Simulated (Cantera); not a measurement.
A closed system holds: 1 mol Si, 0.19 mol N2O, 30 mol N2, held at 725 °C and 1330 Pa.

Equilibrium computed with Cantera from the NASA thermochemical tables; the gas is ideal and each condensed phase is pure. Candidate condensed phases: Si, SiO2, Si2N2O, Si3N4; 16 gas species. The numbers say what is thermodynamically allowed, not how fast it happens.

Base state: N2 1.00 (mole fractions); condensed: Si2N2O(s) + Si3N4(s).

Question: What changes in the equilibrium state with this change: temperature from 725 °C to 1752 °C?

Answer: 
```tsv
species	before	after
N2	1.00	0.989
SiO	<1e-9	0.00623
Si	<1e-9	0.00437
Si2N	<1e-9	0.000158
SiN	<1e-9	0.000123
Si2	<1e-9	4.80e-5
Si3	<1e-9	1.02e-5
Si2N2O(s), mol	0.190	0
Si3N4(s), mol	0.207	0
Si(l), mol	0	0.659
```
The tables' values for SiN are old estimates; treat these amounts as uncertain.
